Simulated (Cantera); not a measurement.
Input: 1 mol SiH2Cl2, 0.058 mol HCl, 89 mol N2, held at 1 atm.

Method: chemical equilibrium by Gibbs-energy minimisation in Cantera with the NASA 1993 tables (ideal gas, pure condensed phases). Candidate condensed phases: NH4Cl, Si, Si3N4; 28 gas species. N2 is the only nitrogen source here; it is nearly inert below about 1500 K, so the nitride shown seldom forms there in practice. The numbers say what is thermodynamically allowed, not how fast it happens. All values below are at 1098 K.

Base state: N2 0.979, HCl 0.0165, H2 0.00316, SiCl4 0.00158 (mole fractions); condensed: Si3N4(s).

### Question
What changes in the equilibrium state with this change: SiH2Cl2 replaced by Si3H8?

### Answer
```json
[
 {"species": "N2", "before": "0.979", "after": "0.955"},
 {"species": "H2", "before": "0.00316", "after": "0.0439"},
 {"species": "HCl", "before": "0.0165", "after": "0.000637"},
 {"species": "SiCl4", "before": "0.00158", "after": "<1e-9"},
 {"species": "Si3N4(s), mol", "before": "0.286", "after": "1.00"}
]
```
The feed counts by its element totals alone.
